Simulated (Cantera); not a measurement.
**NO annealing gas**

An isothermal, constant-pressure homogeneous reactor starts with 26.3 % NO, 73.7 % N2, at 1650 K and 0.133 bar.

Detailed kinetics in Cantera: GRI-Mech 3.0 (53 species, 325 reactions).

```
t (s)      x NO      x O     x NO2    x N2O   x N2      x O2
--------  -----  -------  --------  -------  -----  --------
7.00e-5   0.263  3.36e-8  9.12e-10  3.45e-8  0.737  8.20e-12
0.000289  0.263  1.28e-7   1.46e-8  1.42e-7  0.737  1.32e-10
0.00119   0.263  3.95e-7   1.99e-7  5.81e-7  0.737   1.95e-9
0.00492   0.263  7.82e-7   1.73e-6  2.31e-6  0.737   2.77e-8
0.0203    0.263  1.60e-6   9.22e-6  8.26e-6  0.737   6.02e-7
0.0837    0.263  3.33e-6   2.78e-5  2.03e-5  0.737   1.68e-5
0.345     0.263  3.82e-6   3.30e-5  2.50e-5  0.737  0.000146
1.42      0.262  4.19e-6   3.67e-5  2.48e-5  0.738  0.000699
5.88      0.257  5.44e-6   4.88e-5  2.38e-5  0.740   0.00296
24.2      0.239  8.67e-6   7.64e-5  2.04e-5  0.749    0.0118
100       0.183  1.48e-5  0.000103  1.16e-5  0.777    0.0401
```
x: mole fraction; the columns are a selection and need not sum to one.

Equilibrium at this temperature and pressure: NO 0.00198, O 2.58e-5, NO2 2.01e-6, N2O 4.48e-8, N2 0.867, O2 0.131 (gas phase only).
